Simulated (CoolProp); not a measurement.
Vapour-liquid equilibrium of hydrogen sulfide (1) + n-heptane (2) at 307.8 K; x and y are mole fractions of (1).

Computed with CoolProp (multi-fluid Helmholtz-energy mixture model, Lemmon 2006 and Span 2003; pair parameters Kunz 2012).

Give the bubble pressure and the first vapour's composition at x = 0.275, 0.35, 0.8. Is there an azeotrope?

x = 0.275: 8.507 bar, y = 0.989; x = 0.35: 10.45 bar, y = 0.991; x = 0.8: 20.19 bar, y = 0.997. No azeotrope shows between x = 0.05 and 0.95.

The pair parameters rest on a limited set of measurements; away from them the model extrapolates. The gap from Raoult's law changes sign with composition, which may be real or a fault of the pair parameters; it wasn't checked against measurements.
